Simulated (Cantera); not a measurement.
## Low-pressure radical oxidation in H2/O2

An isothermal, constant-pressure homogeneous reactor starts with H₂ : O₂ : H₂O = 0.07 : 1 : 0.0024 (molar parts), equivalence ratio 0.035, at 1075 K and 3.68 Torr.

Detailed kinetics in Cantera: the H2/O2 subset of GRI-Mech 3.0, which has no nitrogen chemistry. Radical loss at walls, strong at low pressure, is not modelled. The temperature is held fixed by assumption; the heat of reaction is taken as removed at once.

```tsv
t (s)	x H₂	x O₂	x O	x H₂O	x H	x HO₂	x OH
5.00e-6	0.0653	0.932	<1e-12	0.00224	7.23e-12	7.31e-12	<1e-12
1.53e-5	0.0653	0.932	<1e-12	0.00224	2.16e-11	2.23e-11	<1e-12
4.66e-5	0.0653	0.932	6.33e-12	0.00224	6.23e-11	6.81e-11	6.00e-12
0.000142	0.0653	0.932	5.19e-11	0.00224	1.69e-10	2.08e-10	4.43e-11
0.000434	0.0653	0.932	3.97e-10	0.00224	5.00e-10	6.36e-10	2.71e-10
0.00133	0.0653	0.932	4.53e-9	0.00224	3.40e-9	1.95e-9	2.51e-9
0.00405	0.0653	0.932	7.81e-7	0.00224	5.40e-7	9.13e-9	4.16e-7
0.0124	0.00790	0.896	0.0250	0.0478	0.0191	2.51e-6	0.00461
0.0377	0.00119	0.895	0.0301	0.0596	0.0120	2.30e-6	0.00254
0.115	0.000714	0.910	0.0173	0.0645	0.00527	2.14e-6	0.00198
0.351	0.000201	0.925	0.00472	0.0685	0.000751	1.49e-6	0.00105
1.07	2.71e-5	0.929	0.000637	0.0695	3.71e-5	5.81e-7	0.000386
3.28	3.23e-6	0.930	7.71e-5	0.0697	1.57e-6	1.36e-7	0.000134
10.0	4.90e-7	0.930	1.19e-5	0.0698	9.48e-8	2.82e-8	5.28e-5
```
x: mole fraction; the columns are a selection and need not sum to one.

Equilibrium at this temperature and pressure: H₂ 7.29e-10, O₂ 0.930, O 1.82e-8, H₂O 0.0698, H 5.70e-12, HO₂ 1.92e-9, OH 2.07e-6 (gas phase only).
